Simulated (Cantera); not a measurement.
A Cantera script and its output.

```python
import numpy as np
import cantera as ct

gas = ct.Solution("gri30.yaml")
gas.TPX = 1823, 13332, {'C2H6': 1, 'N2': 11}
inlet = ct.Reservoir(gas, clone=True)

reactor = ct.IdealGasConstPressureReactor(gas, energy="off", clone=False)
exhaust = ct.Reservoir(gas, clone=True)
tau = [0.93, 0.33, 0.12, 0.042, 0.015, 0.0053, 0.0019, 0.00068, 0.00024][0]
for a, b in ((inlet, reactor), (reactor, exhaust)):
    ct.MassFlowController(a, b, mdot=lambda t: reactor.mass / tau)
net = ct.ReactorNet([reactor])
show = ['C2H6', 'HCN', 'C2H', 'CH4', 'H', 'CH2', 'C2H4']

rows = []
print(f"{'tau/s':>10s}{'T/K':>9s}" + "".join(f"{s:>11s}" for s in show))
for tau in [0.93, 0.33, 0.12, 0.042, 0.015, 0.0053, 0.0019, 0.00068, 0.00024]:
    net.initial_time = 0.0
    net.advance(30 * tau)
    before = gas.X
    net.advance(40 * tau)
    drift = np.max(np.abs(gas.X - before) / (gas.X + 1e-9))
    rows.append([gas.T, *gas[show].X, drift])
    print(f"{tau:10.3e}{gas.T:9.1f}" + "".join(f"{x:11.3e}" for x in gas[show].X))
```

Output:

```
     tau/s      T/K       C2H6        HCN        C2H        CH4          H        CH2       C2H4
 9.300e-01   1823.0  3.982e-06  1.896e-04  2.734e-06  3.071e-03  5.615e-04  1.104e-06  4.954e-05
 3.300e-01   1823.0  1.056e-05  1.351e-04  3.069e-06  4.453e-03  6.267e-04  1.984e-06  8.547e-05
 1.200e-01   1823.0  2.715e-05  9.766e-05  3.473e-06  6.284e-03  7.044e-04  3.500e-06  1.706e-04
 4.200e-02   1823.0  7.214e-05  6.823e-05  3.948e-06  8.896e-03  7.931e-04  6.168e-06  3.853e-04
 1.500e-02   1823.0  1.882e-04  4.630e-05  4.448e-06  1.235e-02  8.834e-04  1.040e-05  8.911e-04
 5.300e-03   1823.0  4.958e-04  3.015e-05  4.975e-06  1.673e-02  9.764e-04  1.698e-05  2.076e-03
 1.900e-03   1823.0  1.285e-03  1.914e-05  5.449e-06  2.137e-02  1.066e-03  2.648e-05  4.620e-03
 6.800e-04   1823.0  3.320e-03  1.184e-05  5.656e-06  2.482e-02  1.137e-03  3.963e-05  9.571e-03
 2.400e-04   1823.0  8.570e-03  7.052e-06  5.076e-06  2.429e-02  1.151e-03  5.623e-05  1.731e-02
```

Computed with Cantera and GRI-Mech 3.0 (53 species, 325 reactions). GRI-Mech 3.0 stops at C3 and has no aromatics, soot or wall deposition, so with more carbon than oxygen in the feed, carbon stays in small species such as C2H2 where larger ones or solid carbon would form.
